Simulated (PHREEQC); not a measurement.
Consider water at 25 °C with 110 mmol/kgw CaCl2 and 0.11 mmol/kgw Na2HPO4. Closed to the air; pH follows from the charge balance.

The numbers come from PHREEQC with the ion-association model, phreeqc.dat.

Each row changes one thing in this solution. Precipitation was switched off in this run.

| case | pH | SI of Halite (NaCl) |
|---|---|---|
| as made | 7.41 | -6.19 |
| Na2HPO4 from 0.00011 to 0.000121 mol/kgw | 7.41 | ___ |
| CaCl2 replaced by NaCl at the same molality | ___ | ___ |
| Na2HPO4 replaced by Na3PO4 at the same molality | 9.06 | -6.02 |
| Na2HPO4 from 0.00011 to 2.2e-05 mol/kgw | ___ | -6.89 |
| diluted 100-fold with water | 7.45 | ___ |
| Na2HPO4 replaced by Na2SO4 at the same molality | 6.88 | -6.19 |

**Question.** Some entries are withheld; supply them.

**Answer.** 
- Na2HPO4 from 0.00011 to 0.000121 mol/kgw, SI of Halite (NaCl): -6.15
- CaCl2 replaced by NaCl at the same molality, pH: 8.37
- CaCl2 replaced by NaCl at the same molality, SI of Halite (NaCl): -3.71
- Na2HPO4 from 0.00011 to 2.2e-05 mol/kgw, pH: 7.36
- diluted 100-fold with water, SI of Halite (NaCl): -9.94

Species that the database lacks are ignored. Some of these states are supersaturated (in Hydroxyapatite, for instance).
